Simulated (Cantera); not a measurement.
A closed system holds: 1 mol Cr, 0.015 mol H2O, 13 mol N2, equilibrated at 2.60 Pa.

Cantera equilibrium calculation (NASA polynomials, part measured and part estimated; ideal gas, pure solids and liquids). Candidate condensed phases: Cr, CrN, Cr2N, Cr2O3, H2O; 29 gas species. Mutual solubility and eutectic melting of coexisting phases are not modelled. The numbers say what is thermodynamically allowed, not how fast it happens.

**Question.** At 1225 °C, list the 4 most abundant gas species with their mole fractions, and the condensed phases.

**Answer.** N2 0.978, Cr 0.0208, H2 0.00107, H 0.000110. Condensed: Cr(s) + Cr2O3(s).
